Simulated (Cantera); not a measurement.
Feed: 1 mol BF3, 5.4 mol N2, 4 mol O2, held at 21.0 Pa.

Cantera equilibrium calculation (NASA polynomials, part measured and part estimated; ideal gas, pure solids and liquids). Candidate condensed phases: B, BN, B2O3; 31 gas species. The tables' values for BF2 are old estimates; treat these amounts as uncertain. Rates play no part.

x: gas mole fraction; nothing condenses.

```
T (K)   x N2   x O2       x O       x F    x BF3     x BOF      x NO
-----  -----  -----  --------  --------  -------  --------  --------
973    0.519  0.385   2.90e-9   3.30e-8   0.0962   1.44e-8   2.53e-5
1123   0.519  0.385   1.88e-7   1.51e-6   0.0962   7.30e-7  0.000115
1273   0.519  0.384         ?         ?   0.0961         ?         ?
1423   0.519  0.384   5.76e-5  0.000294   0.0960  0.000146  0.000903
1573   0.517  0.382  0.000446   0.00193   0.0950  0.000964   0.00188
1723   0.513  0.376         ?         ?   0.0909         ?         ?
1873   0.502  0.358   0.00976    0.0316   0.0776    0.0158   0.00550
2023   0.476  0.316    0.0309    0.0808   0.0484    0.0403   0.00777
2173   0.441  0.252    0.0787     0.136   0.0144    0.0680   0.00972
2323   0.412  0.182     0.167     0.151  0.00185    0.0752    0.0111
```

### Question
Some entries are withheld; supply them.

### Answer

- 1273, x O: 4.60e-6
- 1273, x F: 2.87e-5
- 1273, x BOF: 1.42e-5
- 1273, x NO: 0.000363
- 1723, x O: 0.00241
- 1723, x F: 0.00904
- 1723, x BOF: 0.00451
- 1723, x NO: 0.00342
